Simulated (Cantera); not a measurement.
Input: 1 mol C2H2, 0.12 mol O2, equilibrated at 1.00 bar.

Equilibrium computed with Cantera from the NASA thermochemical tables; the gas is ideal and each condensed phase is pure. Candidate condensed phases: C, C6H6, C7H8, C8H18, H2O; 131 gas species. Ions and electrons are included (thermal ionisation). Kinetics and transport are ignored. All values below are at 4477 °C.

Base state: H 0.568, C 0.211, CO 0.0729, C2 0.0649, C3 0.0561, H2 0.0140, C2H 0.00925, CH 0.00184 (mole fractions); condensed: gas only.

Question: What changes in the equilibrium state with this change: C2H2 replaced by C?

Answer: 
| species | before | after |
|---|---|---|
| CO | 0.0729 | 0.364 |
| C | 0.211 | 0.311 |
| C3 | 0.0561 | 0.179 |
| H | 0.568 | 0 |
| H2 | 0.0140 | 0 |
| C2 | 0.0649 | 0.141 |
| C2H | 0.00925 | 0 |
| CH | 0.00184 | 0 |
| C2H2 (acetylene) | 0.000294 | 0 |
| CH2 | 2.76e-5 | 0 |
